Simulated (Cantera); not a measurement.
Feed: 1 mol Ta₂O₅, 3.9 mol CO, 0.93 mol H₂, at 2200 K and 0.210 Torr.

Method: chemical equilibrium by Gibbs-energy minimisation in Cantera with the NASA 1993 tables (ideal gas, pure condensed phases). Candidate condensed phases: C, C₆H₆, C₇H₈, C₈H₁₈, H₂O, Ta, TaC, Ta₂O₅; 113 gas species. The numbers say what is thermodynamically allowed, not how fast it happens.

Base state: CO 0.737, H₂ 0.115, H 0.114, TaO₂ 0.0218, CO₂ 0.00569, H₂O 0.00469, OH 0.000650, O 0.000450 (mole fractions); condensed: Ta₂O₅(l).

Question: What changes in the equilibrium state with this change: pressure from 0.210 Torr to 0.900 Torr?

Answer: 
```csv
species,before,after
CO,0.737,0.773
H₂,0.115,0.151
H,0.114,0.0631
TaO₂,0.0218,0.00827
O,0.000450,3.96e-5
OH,0.000650,0.000136
"Ta₂O₅(l), mol",0.942,0.978
```

Question: What changes in the equilibrium state with this change: temperature from 2200 K to 2600 K?

Answer: 
```csv
species,before,after
CO,0.737,0.447
TaO₂,0.0218,0.229
H,0.114,0.195
H₂,0.115,0.00726
O,0.000450,0.0969
O₂,7.74e-6,0.00485
TaO,0.000408,0.00476
OH,0.000650,0.00556
H₂O,0.00469,0.000892
CO₂,0.00569,0.00850
"Ta₂O₅(l), mol",0.942,0
```

Question: What changes in the equilibrium state with this change: Ta₂O₅ replaced by Fe₃O₄?

Answer: 
```csv
species,before,after
Fe,0,0.300
CO,0.737,0.258
CO₂,0.00569,0.175
FeO,0,0.0331
TaO₂,0.0218,0
O₂,7.74e-6,0.0597
O,0.000450,0.0395
OH,0.000650,0.0210
H₂O,0.00469,0.0560
H₂,0.115,0.0156
H,0.114,0.0421
TaO,0.000408,0
Fe(OH)₂,0,1.12e-5
"Ta₂O₅(l), mol",0.942,0
```
Further candidate phases: Fe, Fe(CO)₅, FeO, Fe(OH)₂, Fe(OH)₃, Fe₂O₃, Fe₃O₄.
